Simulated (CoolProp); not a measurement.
The numbers come from the reference Helmholtz-energy equation of state, Gao 2022 in CoolProp.

Question: For n-perfluoropentane, give the phase and the Joule-Thomson coefficient (K/MPa) at 65.85 °C and 0.316 bar; 65.85 °C and 61.9 bar; 65.85 °C and 100 bar.

Answer: 
- 65.85 °C and 0.316 bar: gas; Joule-Thomson coefficient 14.0
- 65.85 °C and 61.9 bar: liquid; Joule-Thomson coefficient -0.153
- 65.85 °C and 100 bar: liquid; Joule-Thomson coefficient -0.199
